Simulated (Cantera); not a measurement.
An isothermal, constant-pressure homogeneous reactor starts with CH₄ : H₂ : N₂ = 0.012 : 1 : 0.054 (molar parts), at 2275 K and 20.0 Torr.

Model: GRI-Mech 3.0 (53 species, 325 reactions), integrated in Cantera. GRI-Mech 3.0 stops at C3 and has no aromatics, soot or wall deposition, so with more carbon than oxygen in the feed, carbon stays in small species such as C2H2 where larger ones or solid carbon would form. Radical loss at walls, strong at low pressure, is not modelled.

One state of this run: x CH₄ = 0.00179; x H₂ = 0.923; x C₂H₄ = 4.54e-6; x CH₃ = 0.000760; x C₂H₆ = 3.87e-8. x: mole fraction; the columns are a selection and need not sum to one.

Which value of t (s) does it belong to?
(A) 0.00385
(B) 0.0104
(C) 7.28e-5
(D) 0.0756

B, 0.0104
